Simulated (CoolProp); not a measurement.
Saturation properties of C2F6 (R116) (Tc = 293.0 K, pc = 3048 kPa, ω = 0.257).

Computed with CoolProp (reference Helmholtz-energy equation of state, Lemmon 2006). It is a short technical equation, of lower accuracy than the large ones.

| T (K) | p (kPa) | liquid density (kg/m³) | vapour density (kg/m³) | surface tension (mN/m) | vapour viscosity (µPa s) |
|---|---|---|---|---|---|
| 211.2 | 223.7 | 1531 | 19.09 | 8.88 | 9.84 |
| 215.8 | 273.6 | 1509 | 23.15 | 8.27 | 10.0 |
| 220.4 | 331.5 | 1486 | 27.86 | 7.68 | 10.3 |
| 224.9 | 396.6 | 1463 | 33.18 | 7.10 | 10.5 |
| 229.5 | 472.6 | 1438 | 39.44 | 6.51 | 10.7 |
| 234.1 | 559.0 | 1413 | 46.64 | 5.94 | 10.9 |
| 238.6 | 654.5 | 1387 | 54.72 | 5.39 | 11.1 |
| 243.2 | 764.0 | 1360 | 64.19 | 4.83 | 11.4 |
| 247.8 | 886.7 | 1331 | 75.08 | 4.29 | 11.7 |
| 252.3 | 1020 | 1302 | 87.34 | 3.76 | 12.0 |
| 256.9 | 1172 | 1270 | 101.8 | 3.24 | 12.3 |
| 261.5 | 1339 | 1235 | 118.7 | 2.74 | 12.7 |
| 266 | 1520 | 1199 | 138.1 | 2.26 | 13.2 |
| 270.6 | 1723 | 1158 | 161.8 | 1.79 | 13.8 |

It boils at 195.1 K under 1 atm.

Viscosity comes from a separate model (Huber 2003), an estimate that may be off by 10 % or more. Surface tension comes from a separate correlation (Mulero 2012).
